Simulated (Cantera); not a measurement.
Cantera run:

```python
import numpy as np
import cantera as ct

gas_names = """
    C CH CH2 CH3 CH4 C2 C2H C2H2,acetylene C2H2,vinylidene C2H3,vinyl C2H4 C2H5 C2H6 C3 C3H3,propargyl
    C3H4,allene C3H4,propyne C3H4,cyclo- C3H5,allyl C3H6,propylene C3H6,cyclo- C3H7,n-propyl
    C3H7,i-propyl C3H8 C4 C4H2 C4H4,1,3-cyclo- C4H6,butadiene C4H6,2-butyne C4H6,cyclo- C4H8,1-butene
    C4H8,cis2-buten C4H8,tr2-butene C4H8,isobutene C4H8,cyclo- C4H9,n-butyl C4H9,i-butyl C4H9,s-butyl
    C4H9,t-butyl C4H10,isobutane C4H10,n-butane C5 C5H6,1,3cyclo- C5H8,cyclo- C5H10,1-pentene
    C5H10,cyclo- C5H11,pentyl C5H11,t-pentyl C5H12,n-pentane C5H12,i-pentane CH3C(CH3)2CH3 C6H2
    C6H5,phenyl C6H6 C6H10,cyclo- C6H12,1-hexene C6H12,cyclo- C6H13,n-hexyl C7H7,benzyl C7H8
    C7H14,1-heptene C7H15,n-heptyl C7H16,n-heptane C8H8,styrene C8H10,ethylbenz C8H16,1-octene
    C8H17,n-octyl C8H18,isooctane C8H18,n-octane C9H19,n-nonyl C10H8,naphthale C10H21,n-decyl
    C12H9,o-bipheny C12H10,bipheny H H2 Si SiC SiC2 SiC4H12 SiH SiH2 SiH3 SiH4 Si2 Si2C Si3
""".split()
cond_names = """
    C(gr) C6H6(L) C7H8(L) C8H18(L),n-octa Si(cr) Si(L) SiC(b)
""".split()


def load(file, names, dense=False):
    # The tables refer to 1 bar. Condensed volumes are neglected.
    table = {s.name: s for s in ct.Species.list_from_file(file)}
    out = []
    for n in names:
        d = dict(table[n].input_data)
        d["thermo"] = dict(d["thermo"], **{"reference-pressure": 1e5})
        if dense:
            d["equation-of-state"] = {"model": "constant-volume", "density": "1e6 g/cm^3"}
        out.append(ct.Species.from_dict(d))
    return out


gas = ct.Solution(thermo="ideal-gas", species=load("nasa_gas.yaml", gas_names))
cond = {s.name: ct.Solution(thermo="fixed-stoichiometry", species=[s], name=s.name)
        for s in load("nasa_condensed.yaml", cond_names, dense=True)}
atoms = {
    'CH3SiH3': {'C': 1, 'H': 6, 'Si': 1},
    'C2H4': {'C': 2, 'H': 4},
    'H2': {'H': 2},
}
top_T = {'C(gr)': 4500, 'SiC(b)': 3050}  # K; cautious upper limits of use, not melting points


def equilibrate(T, P, feed):
    n = {}
    for name, mol in feed.items():
        for a, k in atoms[name].items():
            n[a] = n.get(a, 0.0) + k * mol
    gas.TPX = T, P, n
    mass = sum(n.values()) * gas.mean_molecular_weight
    gas.equilibrate("TP")
    valid = [c for c in cond.values() if c.min_temp <= T <= top_T.get(c.name, c.max_temp)]
    mix = ct.Mixture([(gas, mass / gas.mean_molecular_weight)] + [(c, 0.0) for c in valid])
    mix.T, mix.P = T, P
    mix.equilibrate("TP", solver="vcs", rtol=1e-11, max_steps=5000)
    return mix


results = []
feed = {'CH3SiH3': 1, 'C2H4': 0.016, 'H2': 230}  # mol
P = 630  # Pa
for T in [1725, 1750, 1775, 1800, 1825, 1850, 1875, 1900, 1925, 1950, 1975, 2000, 2025, 2050]:
    mix = equilibrate(T, P, feed)
    results.append((T, P, feed, dict(zip(mix.species_names, mix.species_moles))))

top = {s: max(r[3][s] / sum(r[3][g] for g in gas_names) for r in results) for s in gas_names}
cols = sorted((s for s in top if top[s] > 0.0001), key=lambda s: -top[s])[:7]
seen = [c for c in cond_names if any(r[3].get(c, 0) > 1e-12 for r in results)]
print("log10 of partial pressures in bar; condensed amounts in mol")
print(f"{'T/K':>10s}" + "".join(f"{s[:9]:>10s}" for s in cols + seen))
for T, P, feed, n in results:
    ng = sum(n[g] for g in gas_names)
    print(f"{T:10.4g}" + "".join(f"{np.log10(max(n[s] / ng * P / 1e5, 1e-99)):10.3f}" for s in cols)
          + "".join(f"{n.get(c, 0):10.4g}" for c in seen))
```

It prints:

```
log10 of partial pressures in bar; condensed amounts in mol
       T/K        H2         H        Si C2H2,acet    SiC(b)
      1725    -2.202    -4.832    -7.701    -6.370    0.9991
      1750    -2.202    -4.734    -7.436    -6.358    0.9984
      1775    -2.202    -4.640    -7.182    -6.340    0.9971
      1800    -2.203    -4.547    -6.939    -6.313     0.995
      1825    -2.203    -4.458    -6.710    -6.274    0.9916
      1850    -2.204    -4.370    -6.495    -6.220    0.9863
      1875    -2.204    -4.286    -6.294    -6.151    0.9784
      1900    -2.205    -4.203    -6.107    -6.068    0.9668
      1925    -2.206    -4.123    -5.932    -5.973    0.9504
      1950    -2.207    -4.044    -5.767    -5.868    0.9274
      1975    -2.208    -3.968    -5.611    -5.758    0.8958
      2000    -2.210    -3.894    -5.463    -5.643    0.8525
      2025    -2.212    -3.822    -5.321    -5.527    0.7939
      2050    -2.214    -3.751    -5.184    -5.410    0.7148
```

Equilibrium computed with Cantera from the NASA thermochemical tables; the gas is ideal and each condensed phase is pure. The feed counts by its element totals alone. Gases not in the tables: Si2H6 and higher silanes.
